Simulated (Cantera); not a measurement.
A freely propagating, adiabatic, planar premixed flame of 30.7 % CO, 1.81 % H2, 12.5 % O2, 55.0 % N2, unburnt at 475 K and 10.0 bar; mixture-averaged transport, grid criteria slope 0.08 and curve 0.16, no radiation.

Computed with Cantera and GRI-Mech 3.0 (53 species, 325 reactions). The hydrogen kinetics of GRI-Mech 3.0 are dated; newer H2 mechanisms differ, most at raised pressure. Burning velocities carry a grid error of a few per cent, more on coarse grids.

### Question
Predict: laminar burning velocity; thermal thickness; peak x(O).

### Answer
- laminar burning velocity: 58.1 cm/s
- thermal thickness: 0.0660 mm
- peak x(O): 0.00613
